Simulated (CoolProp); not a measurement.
Dimethyl ether along the isotherm 431.2 K: density (kg/m³) from the reference equation and from simpler models built on Tc = 400.4 K, pc = 5.337 MPa, ω = 0.196; each cubic takes its own stable root.

Model: reference Helmholtz-energy equation of state, Wu 2011, in CoolProp.

```
p (MPa)  phase  reference
-------  -----  ---------
0.267      gas      3.480
0.534      gas      7.064
0.8        gas      10.74
1.07       gas      14.60
1.33       gas      18.43
1.6        gas      22.55
1.87       gas      26.81
2.13       gas      31.07
2.4        gas      35.67
2.67       gas      40.45
```

How far does each simpler model (ideal gas, van der Waals, Redlich-Kwong, Soave-Redlich-Kwong, Peng-Robinson) lie from the reference over these 10 states: mean and median of the absolute difference, and the worst?


- ideal gas: mean 8.1 %, median 8.0 %, worst -15.2 % at 431.2 K and 2.67 MPa
- van der Waals: mean 0.9 %, median 0.9 %, worst -1.5 % at 431.2 K and 2.67 MPa
- Redlich-Kwong: mean 0.2 %, median 0.2 %, worst -0.2 % at 431.2 K and 2.67 MPa
- Soave-Redlich-Kwong: mean 0.4 %, median 0.4 %, worst -0.9 % at 431.2 K and 2.67 MPa
- Peng-Robinson: mean 0.6 %, median 0.6 %, worst +1.1 % at 431.2 K and 2.67 MPa
